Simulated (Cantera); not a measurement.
An adiabatic, constant-pressure homogeneous reactor starts with CH₃OH : O₂ : N₂ : H₂O = 1 : 2.46 : 9.25 : 0.8 (molar parts), at 1475 K and 5.00 bar. Integrator tolerance rtol = 1e-08.

Computed with Cantera and GRI-Mech 3.0 (53 species, 325 reactions). GRI-Mech 3.0 was tuned for natural gas; its chemistry of methanol as a main component is partial and can be far from experiment.

```csv
quantity,before,after
time of steepest temperature rise,69.5 µs,40.5 µs
temperature at 3.00 s,2523 K,2541 K
equilibrium temperature,2523 K,2541 K
x(CH₃OH) at 3.00 s,<1e-12 (gas-phase equilibrium <1e-12),<1e-12 (gas-phase equilibrium <1e-12)
x(O₂) at 3.00 s,0.0622 (gas-phase equilibrium 0.0622),0.0618 (gas-phase equilibrium 0.0618)
x(H₂O) at 3.00 s,0.190 (gas-phase equilibrium 0.190),0.192 (gas-phase equilibrium 0.192)
x(HCN) at 3.00 s,2.37e-11 (gas-phase equilibrium 2.37e-11),2.55e-11 (gas-phase equilibrium 2.55e-11)
x(NO) at 3.00 s,0.0119 (gas-phase equilibrium 0.0119),0.0122 (gas-phase equilibrium 0.0122)
x(CH₂O) at 3.00 s,2.25e-11 (gas-phase equilibrium 2.25e-11),2.78e-11 (gas-phase equilibrium 2.78e-11)
```

Problem. What was changed between the two runs?
(A) CH3OH 1 to 0.57 parts
(B) H2O 0.8 to 0.27 parts
(C) pressure from 5.00 bar to 10.0 bar
(D) H2O 0.8 to 1.5 parts

Solution. C, pressure from 5.00 bar to 10.0 bar
